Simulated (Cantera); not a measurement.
# Counterflow diffusion flame

A counterflow diffusion flame at 0.440 bar, nozzles 20 mm apart: fuel side H2 : N2 = 1 : 0.32 (molar parts) at 525 K, oxidiser side O2 : N2 = 0.2 : 0.8 (molar parts) at 375 K, fuel mass flux 0.46 times the oxidiser's; mixture-averaged transport, no radiation.

Computed with Cantera and the H2/O2 subset of GRI-Mech 3.0, which has no nitrogen chemistry. The maximum strain rate includes the flame's own expansion and is several times the mean.

| oxidiser flux (kg/m²/s) | max strain (1/s) | mean strain (1/s) | T max (K) | peak x OH | peak x H | peak x H2O | peak x HO2 |
|---|---|---|---|---|---|---|---|
| 0.26 | 485 | 103 | 2040 | 0.0155 | 0.0246 | 0.253 | 6.95e-5 |
| 0.34 | 611 | 135 | 2000 | 0.0152 | 0.0267 | 0.251 | 7.87e-5 |
| 0.44 | 752 | 175 | 1962 | 0.0150 | 0.0289 | 0.250 | 8.70e-5 |
| 0.56 | 912 | 222 | 1924 | 0.0147 | 0.0310 | 0.248 | 9.47e-5 |
| 0.72 | 1110 | 286 | 1885 | 0.0143 | 0.0333 | 0.246 | 0.000103 |
| 0.92 | 1350 | 365 | 1841 | 0.0137 | 0.0356 | 0.244 | 0.000112 |
| 1.2 | 1650 | 477 | 1794 | 0.0131 | 0.0381 | 0.242 | 0.000123 |
| 1.5 | 1960 | 596 | 1756 | 0.0126 | 0.0404 | 0.240 | 0.000132 |
| 2 | 2420 | 795 | 1704 | 0.0117 | 0.0428 | 0.238 | 0.000145 |
x: mole fraction; the columns are a selection and need not sum to one.
